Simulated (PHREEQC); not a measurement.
HCl is added in steps, without added water, to 1 kg of water holding 12 mmol/kgw NaH2PO4 and 0.83 mmol/kgw H2SO4, at 25 °C. Oxygen is held at 0.21 atm. The system is closed to CO2. Solids allowed: Halite. Others were left out.

Base run: PHREEQC, ion-association model, phreeqc.dat. Each further column changes one thing. The table gives pH.

```
HCl added (mol)  base  temperature from 25 to 35 °C  diluted 2-fold with water  NaH2PO4 left out  no solid may form
---------------  ----  ----------------------------  -------------------------  ----------------  -----------------
0                3.20                          3.23                        ___              2.83               3.20
0.0018           2.86                          2.88                       2.83              2.51               2.86
0.0036           2.65                          2.68                       2.59              2.33               2.65
0.0054           2.51                          2.53                        ___              2.20               2.51
0.0072           2.39                          2.41                        ___              2.11               2.39
0.009            2.29                          2.31                       2.20              2.03               2.29
0.0108           2.21                          2.23                       2.12              1.96               2.21
0.0126           2.14                          2.15                       2.05              1.90               2.14
0.0144           2.07                          2.09                        ___              1.85               2.07
0.0162           2.01                          2.03                       1.93              1.81               2.01
0.018            1.96                          1.97                       1.88              1.77               1.96
```

Q: What belongs in the gaps?

A: 
- 0, diluted 2-fold with water: 3.35
- 0.0054, diluted 2-fold with water: 2.42
- 0.0072, diluted 2-fold with water: 2.30
- 0.0144, diluted 2-fold with water: 1.98
